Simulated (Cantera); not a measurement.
**Ignition delay**

Mixture: CH3OH : O2 : N2 : H2O = 1 : 0.882 : 5.21 : 1 (molar parts), at 38.0 bar, adiabatic and at constant pressure. Ignition delay is the time to a rise of 400 K.

Cantera simulation using GRI-Mech 3.0 (53 species, 325 reactions); the numbers are that mechanism's predictions, not measurements. GRI-Mech 3.0 was tuned for natural gas; its chemistry of methanol as a main component is partial and can be far from experiment. The pressure lies above the range GRI-Mech 3.0 was tuned for (to about 10 atm).

```csv
T0 (K),delay (ms)
1225,0.339
1300,0.105
1375,0.0375
1450,0.0153
1525,0.00704
1600,0.00359
1675,0.00200
1750,0.00121
```

The apparent activation energy between 1600 and 1750 K is 170 kJ/mol.
